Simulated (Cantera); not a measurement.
Input: 1 mol MgCO3, 1.2 mol SO3, 6.5 mol CO2, at 1473 K and 28.5 Torr.

Cantera equilibrium calculation (NASA polynomials, part measured and part estimated; ideal gas, pure solids and liquids). Candidate condensed phases: C, Mg, MgCO3, MgO, MgS, MgSO4, S; 26 gas species. Kinetics and transport are ignored.

### Question
What is the equilibrium state?

### Answer
| Property | Value |
|---|---|
| x(CO2) | 0.806 |
| x(SO2) | 0.129 |
| x(O2) | 0.0644 |
| x(SO3) | 0.000274 |
| x(CO) | 5.28e-5 |
| x(O) | 3.63e-6 |
| n(MgO(s)) | 1.00 mol |
| gas amount | 9.299 mol |
| log10 activity of S(l) (absent) | -9.89 |
| log10 activity of C(graphite) (absent) | -12.95 |
| log10 activity of Mg(l) (absent) | -14.24 |
